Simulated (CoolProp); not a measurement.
Vapour-liquid equilibrium of ammonia (1) + n-butane (2) at 327.2 K; x and y are mole fractions of (1).

Values from CoolProp's multi-fluid Helmholtz-energy mixture model, Gao 2020 and Bücker 2006; pair parameters Bell 2016.

Task: Give the bubble pressure and the first vapour's composition at x = 0.35, 0.65, 0.8. Is there an azeotrope?

Result: x = 0.35: 2400 kPa, y = 0.757; x = 0.65: 2584 kPa, y = 0.784; x = 0.8: 2597 kPa, y = 0.798. y crosses x between x = 0.65 and 0.8: the model has an azeotrope there.

The pair parameters rest on a limited set of measurements; away from them the model extrapolates. With so large a gap from Raoult's law the liquid may split in two, which this calculation doesn't test in full.
